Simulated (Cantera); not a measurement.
A perfectly stirred reactor is fed with CH4 : O2 : N2 : CO2 = 1 : 3.77 : 25.7 : 1.3 (molar parts), at 0.710 bar; it is adiabatic with a 800 K inlet, and is followed from long to short residence time, starting on the burning branch (τ in s: 0.025, 0.0096, 0.0037, 0.0014, 0.00055, 0.00021, 8.1e-05, 3.1e-05, 1.2e-05).

Computed with Cantera and GRI-Mech 3.0 (53 species, 325 reactions).

Question: Predict: blow-out, bracketed by the residence times tried; x(CH4) at τ = 25.0 ms; x(O2) at τ = 25.0 ms; x(CO2) at τ = 25.0 ms; x(CH2O) at τ = 25.0 ms; x(NO) at τ = 25.0 ms; x(CH4) at τ = 0.550 ms; x(O2) at τ = 0.550 ms; x(CO2) at τ = 0.550 ms.

Answer: 
```
Property                                                                       Result
------------------------------------------------  -----------------------------------
blow-out, bracketed by the residence times tried  burning at 1.40 ms, out at 0.550 ms
x(CH4) at τ = 25.0 ms                                                         5.60e-5
x(O2) at τ = 25.0 ms                                                           0.0562
x(CO2) at τ = 25.0 ms                                                          0.0710
x(CH2O) at τ = 25.0 ms                                                        5.21e-6
x(NO) at τ = 25.0 ms                                                          1.49e-6
x(CH4) at τ = 0.550 ms                                                         0.0315
x(O2) at τ = 0.550 ms                                                           0.119
x(CO2) at τ = 0.550 ms                                                         0.0409
```
